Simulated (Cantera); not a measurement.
Standard-state values (1 bar) from the NASA 1993 polynomials, evaluated with Cantera. Values are per mole of reaction as written; species without (g) are pure solids or liquids, kept so even where they would boil at 1 bar.

2 H(g) + Ta₂O₅ → H₂O(g) + 2 TaO₂(g), with ΔH° = 966.4 kJ and ΔS° = 376.4 J/K at 300 K.

How far is the shortcut ΔG° ≈ ΔH°(300 K) − T·ΔS°(300 K) from the full temperature-dependent value at 1023, 1173, 1323, 1473, 1623, 1773, 1923, 2073 K?


```csv
T (K),shortcut (kJ),full (kJ),difference (kJ),difference in log10 K,condensed phases
1023,581.3,614.1,-32.7,1.67,Ta₂O₅(s)
1173,524.9,570.1,-45.2,2.01,Ta₂O₅(s)
1323,468.4,527.5,-59.1,2.33,Ta₂O₅(s)
1473,412.0,486.2,-74.2,2.63,Ta₂O₅(s)
1623,355.5,445.9,-90.4,2.91,Ta₂O₅(s)
1773,299.0,406.7,-107.7,3.17,Ta₂O₅(s)
1923,242.6,368.4,-125.8,3.42,Ta₂O₅(s)
2073,186.1,331.8,-145.7,3.67,Ta₂O₅(l)
```
The shortcut ignores heat capacities and the phase changes listed.
